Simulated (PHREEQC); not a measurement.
Acid mine or pickling water (model solution)

A made-up water analysis in mg/L, 25 °C, pH 2.95, pe 12.8:

```csv
constituent,mg/L
Na,106
K,113
Ca,55.1
Mg,3.79
Cl,16.3
S(6) as SO4,611
Br,16.1
Zn,2.59
Al,5.94
```

Valence states are taken as typed.

Equilibrium calculation in PHREEQC: ion-association model, wateq4f.dat.

No solid was allowed to form.

Q: Estimate the ionic strength, charge-balance error.

A: ionic strength 0.0179 mol/kgw; charge-balance error -1.9 %.

Q: In which forms is K present?

A: K+ 98 %, KSO4- 2.1 % of the K.
